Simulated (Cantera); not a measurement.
A perfectly stirred reactor is fed with 34.6 % H₂, 39.4 % O₂, 26.0 % N₂, at 90.0 Torr; it is held at 1025 K, and followed from long to short residence time.

Detailed kinetics in Cantera: the H2/O2 subset of GRI-Mech 3.0, which has no nitrogen chemistry. Radical loss at walls, strong at low pressure, is not modelled. The temperature is held fixed by assumption; the heat of reaction is taken as removed at once.

x: mole fraction; the columns are a selection and need not sum to one.

| τ (s) | x H₂ | x O₂ | x O | x H₂O | x OH |
|---|---|---|---|---|---|
| 16 | 0.000247 | 0.267 | 7.99e-6 | 0.419 | 5.66e-5 |
| 4.3 | ? | 0.267 | ? | 0.418 | ? |
| 1.2 | 0.00137 | 0.267 | 5.52e-5 | 0.417 | 0.000133 |
| 0.33 | ? | 0.268 | ? | 0.415 | ? |
| 0.089 | 0.00606 | 0.269 | 0.000324 | 0.411 | 0.000389 |
| 0.024 | 0.0121 | 0.270 | 0.000732 | 0.403 | 0.000704 |
| 0.0067 | 0.0231 | 0.274 | 0.00155 | 0.388 | 0.00126 |
| 0.0018 | 0.0442 | 0.280 | 0.00322 | 0.358 | 0.00224 |

Problem. Complete the blanks.

Solution. 
- 4.3, x H₂: 0.000607
- 4.3, x O: 2.16e-5
- 4.3, x OH: 8.49e-5
- 0.33, x H₂: 0.00294
- 0.33, x O: 0.000136
- 0.33, x OH: 0.000221
